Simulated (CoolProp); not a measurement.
Dodecamethylcyclohexasiloxane (D6) along the isobar 1040 kPa: fugacity coefficient from the reference equation and from simpler models built on Tc = 372.6 °C, pc = 961.4 kPa, ω = 0.736; each cubic takes its own stable root.

Model: reference Helmholtz-energy equation of state, Colonna 2008, in CoolProp. It is a short technical equation, of lower accuracy than the large ones.

```csv
T (°C),phase,reference,van der Waals,Redlich-Kwong,Soave-Redlich-Kwong
165.65,liquid,0.01261,0.1744,0.06954,0.01278
191.55,liquid,0.02806,0.2232,0.1087,0.02869
217.45,liquid,0.05530,0.2774,0.1591,0.05713
243.25,liquid,0.09829,0.3362,0.2204,0.1026
269.15,liquid,0.1608,0.3988,0.2921,0.1695
295.05,liquid,0.2443,0.4640,0.3721,0.2596
320.95,liquid,0.3481,0.5304,0.4578,0.3717
346.85,liquid,0.4674,0.5963,0.5454,0.4999
```
